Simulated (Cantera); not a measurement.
# Silicon nitride deposition: SiH2Cl2 + NH3

Charge: 1 mol SiH2Cl2, 12 mol NH3, at 10.0 Torr.

These are equilibrium values from Cantera (NASA tables, ideal gas, pure condensed phases), not measurements of a reactor. Candidate condensed phases: NH4Cl, Si, Si3N4; 28 gas species. The tables' values for SiCl, SiN, SiCl3 are old estimates; treat these amounts as uncertain. Gases not in the tables: Si2H6 and higher silanes. Kinetics and transport are ignored.

From 723 K to 1623 K the condensed part is Si3N4(s). From 1773 K to 2073 K the condensed part is Si(l). The main Si-bearing gas is SiCl4 at 723 K and SiCl2 at 2073 K.

```
T (K)   x H2   x N2   x HCl       x H   x SiCl2      x Si  n Si3N4(s)  n Si(l)
-----  -----  -----  ------  --------  --------  --------  ----------  -------
723    0.711  0.211  0.0786    <1e-12    <1e-12    <1e-12       0.333        0
873    0.711  0.211  0.0788  3.42e-10  4.60e-10    <1e-12       0.333        0
1023   0.711  0.211  0.0789   3.02e-8   9.87e-8    <1e-12       0.333        0
1173   0.711  0.211  0.0789   8.61e-7   5.28e-6    <1e-12       0.333        0
1323   0.711  0.211  0.0787   1.16e-5  0.000112  3.12e-11       0.332        0
1473   0.711  0.211  0.0764   9.24e-5   0.00118   1.88e-8       0.323        0
1623   0.713  0.214  0.0660  0.000506   0.00617   3.39e-6       0.280        0
1773   0.703  0.230  0.0519   0.00207    0.0123  0.000160           0    0.670
1923   0.697  0.230  0.0538   0.00681    0.0109   0.00127           0    0.663
2073   0.681  0.226  0.0542    0.0188   0.00950   0.00748           0    0.490
```
x: gas mole fraction; n: condensed amount in mol.
